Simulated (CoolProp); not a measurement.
Vapour-liquid equilibrium of carbon dioxide (1) + R22 (2) at 13.7 bar; x and y are mole fractions of (1).

Values from CoolProp's multi-fluid Helmholtz-energy mixture model, Span 1996 and Kamei 1995; pair parameters Bell 2016.

Problem. Give the bubble temperature and the first vapour's composition at x = 0.25, 0.55, 0.95. Is there an azeotrope?

Solution. x = 0.25: 282.3 K, y = 0.588; x = 0.55: 260.5 K, y = 0.871; x = 0.95: 243.5 K, y = 0.992. No azeotrope shows between x = 0.05 and 0.95.

Pair parameters are fitted to limited data, so mixtures are less certain than the pure fluids.
